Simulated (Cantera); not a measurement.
A closed system holds: 1 mol SiH2Cl2, 0.033 mol C2H4, 120 mol H2, 0.028 mol C3H8, held at 1.10 mbar.

These are equilibrium values from Cantera (NASA tables, ideal gas, pure condensed phases), not measurements of a reactor. Candidate condensed phases: C, C6H6, C7H8, C8H18, Si, SiC; 109 gas species. Mutual solubility and eutectic melting of coexisting phases are not modelled. Gases not in the tables: Si2H6 and higher silanes. Kinetics and transport are ignored.

### Question
What share of the Si ends up in condensed phases as a function of T (°C), at 1200, 1300, 1400, 1500, 1600, 1700, 1800, 1900, 2000, 2100, 2200?

### Answer
| T (°C) | Si condensed (%) | as |
|---|---|---|
| 1200 | 91.2 | Si(s) + SiC(s) |
| 1300 | 89.9 | Si(s) + SiC(s) |
| 1400 | 84.7 | Si(s) + SiC(s) |
| 1500 | 64.2 | Si(l) + SiC(s) |
| 1600 | 13.9 | SiC(s) |
| 1700 | 12.0 | SiC(s) |
| 1800 | 0.0 | - |
| 1900 | 0.0 | - |
| 2000 | 0.0 | - |
| 2100 | 0.0 | - |
| 2200 | 0.0 | - |
